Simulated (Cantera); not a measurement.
Charge: 1 mol AlBr3, 0.34 mol H2O, a varied amount of H2, equilibrated at 975 K and 870 Pa.

Method: chemical equilibrium by Gibbs-energy minimisation in Cantera with the NASA 1993 tables (ideal gas, pure condensed phases). Candidate condensed phases: Al, AlBr3, Al2O3, Br2, H2O; 25 gas species. Equilibrium is a limit: real reactors are often held back by kinetics, nucleation or transport.

Task: At 15 mol H2, list the 3 most abundant gas species with their mole fractions, and the condensed phases.

Result: H2 0.912, AlBr3 0.0470, HBr 0.0413. Condensed: Al2O3(s).
